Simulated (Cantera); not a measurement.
A perfectly stirred reactor is fed with CH4 : H2 : O2 : N2 = 1 : 0.35 : 2.44 : 11.2 (molar parts), equivalence ratio 0.89, at 5.00 bar; it is adiabatic with a 373 K inlet, and is followed from long to short residence time, starting on the burning branch (τ in s: 0.27, 0.091, 0.031, 0.011, 0.0037, 0.0013, 0.00043, 0.00015, 5.1e-05, 1.7e-05, 5.9e-06).

Computed with Cantera and GRI-Mech 3.0 (53 species, 325 reactions).

x: mole fraction; the columns are a selection and need not sum to one.

```csv
τ (s),T (K),x CH4,x H2,x O2,x NO,x CO,x O,x C2H
0.27,2013,1.17e-6,0.000195,0.0177,0.000382,0.000398,[?],<1e-12
0.091,2012,3.13e-6,0.000239,0.0179,0.000195,0.000507,[?],1.25e-12
0.031,2008,7.51e-6,0.000345,0.0180,0.000116,0.000769,[?],6.78e-12
0.011,2001,1.60e-5,0.000561,0.0183,8.71e-5,0.00130,[?],2.68e-11
0.0037,1987,3.38e-5,0.000993,0.0190,7.45e-5,0.00236,[?],9.16e-11
0.0013,1965,6.92e-5,0.00171,0.0202,6.68e-5,0.00416,[?],2.57e-10
0.00043,1925,0.000154,0.00291,0.0223,5.70e-5,0.00732,[?],6.96e-10
0.00015,1863,0.000372,0.00457,0.0261,4.20e-5,0.0124,[?],1.81e-9
5.1e-5,373,0.0667,0.0233,0.163,<1e-12,<1e-12,<1e-12,<1e-12
1.7e-5,373,0.0667,0.0233,0.163,<1e-12,<1e-12,<1e-12,<1e-12
5.9e-6,373,0.0667,0.0233,0.163,<1e-12,<1e-12,<1e-12,<1e-12
```

Problem. Fill in the missing entries.

Solution. 
- 0.27, x O: 4.89e-5
- 0.091, x O: 5.74e-5
- 0.031, x O: 7.80e-5
- 0.011, x O: 0.000121
- 0.0037, x O: 0.000210
- 0.0013, x O: 0.000364
- 0.00043, x O: 0.000629
- 0.00015, x O: 0.000947
